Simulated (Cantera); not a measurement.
A Cantera script and what it prints.

```python
import numpy as np
import cantera as ct

gas_names = [...]  # 87 gases of nasa_gas.yaml made of C, H, Si
cond_names = """
    C(gr) C6H6(L) C7H8(L) C8H18(L),n-octa Si(cr) Si(L) SiC(b)
""".split()


# ... load() reads the species with a 1 bar reference pressure and builds the phases ...
atoms = {
    'CH3SiH3': {'C': 1, 'H': 6, 'Si': 1},
    'H2': {'H': 2},
}
top_T = {'C(gr)': 4500, 'SiC(b)': 3050}  # K; cautious upper limits of use, not melting points


# ... equilibrate(T, P, feed) seeds the gas with the atoms and calls Mixture.equilibrate('TP', solver="vcs", rtol=1e-11, max_steps=5000) ...
results = []
feed = {'CH3SiH3': 1, 'H2': 25}  # mol
P = 100000  # Pa
for T in [1650, 1750, 1850, 1950, 2050, 2150, 2250]:
    mix = equilibrate(T, P, feed)
    results.append((T, P, feed, dict(zip(mix.species_names, mix.species_moles))))

top = {s: max(r[3][s] / sum(r[3][g] for g in gas_names) for r in results) for s in gas_names}
cols = sorted((s for s in top if top[s] > 1e-05), key=lambda s: -top[s])[:9]
seen = [c for c in cond_names if any(r[3].get(c, 0) > 1e-12 for r in results)]
print("log10 of partial pressures in bar; condensed amounts in mol")
print(f"{'T/K':>10s}" + "".join(f"{s[:9]:>10s}" for s in cols + seen))
for T, P, feed, n in results:
    ng = sum(n[g] for g in gas_names)
    print(f"{T:10.4g}" + "".join(f"{np.log10(max(n[s] / ng * P / 1e5, 1e-99)):10.3f}" for s in cols)
          + "".join(f"{n.get(c, 0):10.4g}" for c in seen))
```

It prints:

```
log10 of partial pressures in bar; condensed amounts in mol
       T/K        H2         H        Si C2H2,acet      SiH2       SiH       CH4      Si2C    Si(cr)    SiC(b)
      1650    -0.000    -4.042    -6.572    -8.153    -5.063    -6.310    -4.783    -8.926 0.0001638    0.9995
      1750    -0.000    -3.633    -5.906    -7.216    -4.764    -5.784    -4.678    -7.999         0    0.9994
      1850    -0.000    -3.269    -5.408    -6.190    -4.593    -5.412    -4.488    -7.270         0     0.999
      1950    -0.001    -2.941    -4.950    -5.295    -4.428    -5.067    -4.330    -6.607         0    0.9984
      2050    -0.001    -2.645    -4.489    -4.587    -4.232    -4.708    -4.236    -5.962         0    0.9968
      2150    -0.002    -2.376    -4.020    -4.047    -4.003    -4.332    -4.202    -5.328         0    0.9929
      2250    -0.004    -2.131    -3.569    -3.606    -3.771    -3.966    -4.197    -4.728         0    0.9833
```

Method: chemical equilibrium by Gibbs-energy minimisation in Cantera with the NASA 1993 tables (ideal gas, pure condensed phases). The feed counts by its element totals alone. Mutual solubility and eutectic melting of coexisting phases are not modelled. Gases not in the tables: Si2H6 and higher silanes.
